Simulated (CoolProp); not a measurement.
A closed Brayton cycle with carbon dioxide: compressor inlet 321.15 K and 9.5 MPa, high pressure 19.7 MPa, turbine inlet 655 K, compressor efficiency 0.85, turbine efficiency 0.85, recuperator effectiveness 0.8 (on enthalpy, no pinch check). Each further row changes one setting.

The numbers come from the reference Helmholtz-energy equation of state, Span 1996 in CoolProp.

```
case                           thermal efficiency (%)  net work (kJ/kg)  compressor to turbine work  compressor exit (K)  turbine exit (K)
-----------------------------  ----------------------  ----------------  --------------------------  -------------------  ----------------
as stated                                  (withheld)              42.9                        0.39                368.6             580.9
turbine inlet 605 K                        (withheld)        (withheld)                  (withheld)                368.6             533.4
compressor inlet 331.15 K                        19.4        (withheld)                        0.49           (withheld)             580.9
high pressure 16.7 MPa                     (withheld)              35.2                        0.37                357.7             597.5
recuperator effectiveness 0.5              (withheld)              42.9                        0.39                368.6             580.9
```

Problem. Complete the blanks.

Solution. 
- as stated, thermal efficiency (%): 20.8
- turbine inlet 605 K, thermal efficiency (%): 19.1
- turbine inlet 605 K, net work (kJ/kg): 36.0
- turbine inlet 605 K, compressor to turbine work: 0.43
- compressor inlet 331.15 K, net work (kJ/kg): 35.7
- compressor inlet 331.15 K, compressor exit (K): 389.4
- high pressure 16.7 MPa, thermal efficiency (%): 18.7
- recuperator effectiveness 0.5, thermal efficiency (%): 15.1
